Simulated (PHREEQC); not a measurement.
0.028 g of hydrous ferric oxide (600 m²/g; 0.2 weak and 0.005 strong sites per Fe, Dzombak-Morel constants, diffuse double layer) in 1 kg of water with 0.05 mol/kgw of an inert sodium salt, at 25 °C; the pH is set by adding NaOH or the inert anion's acid. O2 is buffered at 0.21 atm. CO2 from the air is kept out. No solid was allowed to form.

Equilibrium calculation in PHREEQC: ion-association model, wateq4f.dat.

```
pH    surface charge σ (C/m²)  surface potential ψ (mV)
----  -----------------------  ------------------------
3                       0.357                       169
3.5                     0.335                       166
4                       0.294                       160
4.5                     0.238                       149
5.5                     0.130                       118
6                       0.089                       ___
6.5                     0.058                        78
7                       0.034                        56
7.5                     0.017                        31
8                       0.003                         6
8.5                    -0.010                       ___
9.5                       ___                       -69
10                     -0.074                       -90
10.5                   -0.111                      -110
11                     -0.158                      -128
```

Question: Fill in the missing entries.

Answer: 
- 6, surface potential ψ (mV): 99
- 8.5, surface potential ψ (mV): -20
- 9.5, surface charge σ (C/m²): -0.046

Complexes and solids missing from the database can't appear. The oxide is taken as insoluble; below pH 4 it would dissolve.
